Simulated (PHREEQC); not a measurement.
# Metal-bearing waste water: an equilibrium model

Consider water at 55 °C with 0.0021 mol/kgw FeSO4, 0.014 mol/kgw CaCl2 and 0.018 mol/kgw Na2SO4. It is in equilibrium with CO2 at log p = -3.4 (atm). Otherwise closed; pH follows from the charge balance.

The numbers come from PHREEQC with the ion-association model, phreeqc.dat.

Precipitation was switched off in this run.

Problem. Estimate the pH, specific conductance, density.

Solution. pH 5.79; specific conductance 10100 µS/cm; density 0.989 g/cm³.

Problem. In which forms is C present?

Solution. CO2 68 %, HCO3- 28 %, CaHCO3+ 1.8 %, FeHCO3+ 1.5 % of the C.

Away from 25 °C the constants follow the database's enthalpies or fits; those with neither stay at their 25 °C values.
